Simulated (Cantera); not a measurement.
Input: 1 mol (CH3)2SiCl2, 96 mol H2, held at 2023 K.

These are equilibrium values from Cantera (NASA tables, ideal gas, pure condensed phases), not measurements of a reactor. Candidate condensed phases: C, C6H6, C7H8, C8H18, Si, SiC; 109 gas species. The feed counts by its element totals alone. The tables' values for SiCl are old estimates; treat these amounts as uncertain. Equilibrium is a limit: real reactors are often held back by kinetics, nucleation or transport.

x: gas mole fraction; n: condensed amount in mol.

```json
[
 {"P (Pa)": "100", "x H2": "0.919", "x H": "0.0576", "x HCl": "0.0183", "x Si": "0.00339", "x C2H2 (acetylene)": "0.000821", "x Cl": "0.000853", "n C(graphite)": "1.19", "n SiC(s)": "0.593"},
 {"P (Pa)": "270", "x H2": "0.943", "x H": "0.0355", "x HCl": "0.0189", "x Si": "0.00126", "x C2H2 (acetylene)": "0.000842", "x Cl": "0.000530", "n C(graphite)": "0.968", "n SiC(s)": "0.844"},
 {"P (Pa)": "720", "x H2": "0.957", "x H": "0.0219", "x HCl": "0.0193", "x Si": "0.000471", "x C2H2 (acetylene)": "0.000855", "x Cl": "0.000328", "n C(graphite)": "0.884", "n SiC(s)": "0.936"},
 {"P (Pa)": "1900", "x H2": "0.966", "x H": "0.0135", "x HCl": "0.0195", "x Si": "0.000179", "x C2H2 (acetylene)": "0.000863", "x Cl": "0.000203", "n C(graphite)": "0.852", "n SiC(s)": "0.971"},
 {"P (Pa)": "5200", "x H2": "0.971", "x H": "?", "x HCl": "0.0197", "x Si": "?", "x C2H2 (acetylene)": "0.000867", "x Cl": "?", "n C(graphite)": "0.838", "n SiC(s)": "0.985"},
 {"P (Pa)": "14000", "x H2": "0.974", "x H": "?", "x HCl": "0.0198", "x Si": "?", "x C2H2 (acetylene)": "0.000870", "x Cl": "?", "n C(graphite)": "0.829", "n SiC(s)": "0.990"},
 {"P (Pa)": "37000", "x H2": "0.976", "x H": "0.00308", "x HCl": "0.0198", "x Si": "9.17e-6", "x C2H2 (acetylene)": "0.000872", "x Cl": "4.65e-5", "n C(graphite)": "0.818", "n SiC(s)": "0.992"},
 {"P (Pa)": "100000", "x H2": "0.977", "x H": "0.00188", "x HCl": "0.0198", "x Si": "3.39e-6", "x C2H2 (acetylene)": "0.000873", "x Cl": "2.83e-5", "n C(graphite)": "0.792", "n SiC(s)": "0.993"}
]
```

Problem. Fill in the missing entries.

Solution. 
- 14000, x H: 0.00501
- 14000, x Si: 2.42e-5
- 14000, x Cl: 7.55e-5
- 5200, x H: 0.00821
- 5200, x Si: 6.53e-5
- 5200, x Cl: 0.000123
